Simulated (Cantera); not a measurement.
An isothermal, constant-pressure homogeneous reactor starts with 73.0 % NO, 27.0 % N2, at 2073 K and 0.520 bar.

Detailed kinetics in Cantera: GRI-Mech 3.0 (53 species, 325 reactions).

x: mole fraction; the columns are a selection and need not sum to one.

```json
[
 {"t (s)": "0.000400", "x NO": "0.729", "x N2": "0.270", "x NO2": "0.000108", "x N2O": "0.000146", "x O": "0.000126", "x O2": "4.60e-5"},
 {"t (s)": "0.00189", "x NO": "0.727", "x N2": "0.271", "x NO2": "0.000196", "x N2O": "0.000245", "x O": "0.000213", "x O2": "0.000917"},
 {"t (s)": "0.00894", "x NO": "0.718", "x N2": "0.276", "x NO2": "0.000225", "x N2O": "0.000240", "x O": "0.000242", "x O2": "0.00576"},
 {"t (s)": "0.0423", "x NO": "0.671", "x N2": "0.299", "x NO2": "0.000314", "x N2O": "0.000205", "x O": "0.000341", "x O2": "0.0287"},
 {"t (s)": "0.200", "x NO": "[?]", "x N2": "[?]", "x NO2": "[?]", "x N2O": "[?]", "x O": "[?]", "x O2": "[?]"},
 {"t (s)": "0.946", "x NO": "[?]", "x N2": "[?]", "x NO2": "[?]", "x N2O": "[?]", "x O": "0.000892", "x O2": "[?]"},
 {"t (s)": "4.47", "x NO": "0.0133", "x N2": "0.628", "x NO2": "1.92e-5", "x N2O": "4.15e-7", "x O": "0.000959", "x O2": "0.358"},
 {"t (s)": "21.1", "x NO": "0.0109", "x N2": "0.629", "x NO2": "1.57e-5", "x N2O": "3.93e-7", "x O": "0.000960", "x O2": "0.359"},
 {"t (s)": "100", "x NO": "0.0109", "x N2": "0.629", "x NO2": "1.57e-5", "x N2O": "3.93e-7", "x O": "0.000960", "x O2": "0.359"}
]
```

### Question
What belongs in the gaps?

### Answer

- 0.200, x NO: 0.480
- 0.200, x N2: 0.395
- 0.200, x NO2: 0.000414
- 0.200, x N2O: 9.79e-5
- 0.200, x O: 0.000594
- 0.200, x O2: 0.124
- 0.946, x NO: 0.115
- 0.946, x N2: 0.577
- 0.946, x NO2: 0.000154
- 0.946, x N2O: 5.52e-6
- 0.946, x O2: 0.307
